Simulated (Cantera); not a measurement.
Feed: 1 mol CaCl2, a varied amount of O2, 13 mol H2, at 2050 K and 0.00120 bar.

These are equilibrium values from Cantera (NASA tables, ideal gas, pure condensed phases), not measurements of a reactor. Candidate condensed phases: Ca, CaCl2, CaO, Ca(OH)2, H2O; 21 gas species. Condensed phases not in the tables: oxide chlorides. Equilibrium is a limit: real reactors are often held back by kinetics, nucleation or transport.

log p: log10 of the partial pressure in bar; n: condensed amount in mol.

```
n(O2) (mol)  log p H2  log p H2O  log p HCl  log p H  log p CaCl2  n CaO(s)
-----------  --------  ---------  ---------  -------  -----------  --------
1               -3.06      -3.88      -4.18    -4.17        -4.34       ___
1.4             -3.09      -3.71      -4.12    -4.19        -4.39       ___
1.7             -3.12      -3.62      -4.09    -4.20        -4.42       ___
2.1             -3.15      -3.52      -4.06    -4.22        -4.45     0.538
2.4             -3.18      -3.46      -4.04    -4.24        -4.48     0.567
2.7             -3.22      -3.40      -4.02    -4.25        -4.50     0.593
3.1             -3.26      -3.34      -4.00    -4.28        -4.53     0.622
3.4             -3.30      -3.30      -3.99    -4.30        -4.55     0.642
3.7             -3.35      -3.26      -3.98    -4.32        -4.57     0.659
4.1             -3.41      -3.21      -3.97    -4.35        -4.60     0.681
4.4             -3.47      -3.18      -3.97    -4.38        -4.62     0.696
```

### Question
Some entries are withheld; supply them.

### Answer

- 1, n CaO(s): 0.375
- 1.4, n CaO(s): 0.449
- 1.7, n CaO(s): 0.492
